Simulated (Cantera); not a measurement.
A closed system holds: 1 mol trisilylamine, 19 mol N2, 3.3 mol H2, held at 0.120 Torr.

Cantera equilibrium calculation (NASA polynomials, part measured and part estimated; ideal gas, pure solids and liquids). Candidate condensed phases: Si, Si3N4; 18 gas species. The feed counts by its element totals alone. Equilibrium is a limit: real reactors are often held back by kinetics, nucleation or transport.

**Question.** At 950 °C, list the 3 most abundant gas species with their mole fractions, and the condensed phases.

**Answer.** N2 0.692, H2 0.308, H 1.32e-5. Condensed: Si3N4(s).
